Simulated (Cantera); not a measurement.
Input: 1 mol Cr, 1.1 mol N2, 19 mol H2, 0.99 mol NH3, held at 308 Torr.

Method: chemical equilibrium by Gibbs-energy minimisation in Cantera with the NASA 1993 tables (ideal gas, pure condensed phases). Candidate condensed phases: Cr, CrN, Cr2N; 11 gas species. Rates play no part.

Question: What share of the Cr ends up in condensed phases as a function of T (K), at 925, 1075, 1225, 1375, 1525, 1675, 1825, 1975, 2125, 2275, 2425, 2575, 2725?

Answer: 
| T (K) | Cr condensed (%) | as |
|---|---|---|
| 925 | 100.0 | CrN(s) |
| 1075 | 100.0 | CrN(s) |
| 1225 | 100.0 | Cr2N(s) |
| 1375 | 100.0 | Cr2N(s) |
| 1525 | 100.0 | Cr(s) |
| 1675 | 99.9 | Cr(s) |
| 1825 | 99.3 | Cr(s) |
| 1975 | 95.3 | Cr(s) |
| 2125 | 76.8 | Cr(s) |
| 2275 | 11.8 | Cr(l) |
| 2425 | 0.0 | - |
| 2575 | 0.0 | - |
| 2725 | 0.0 | - |
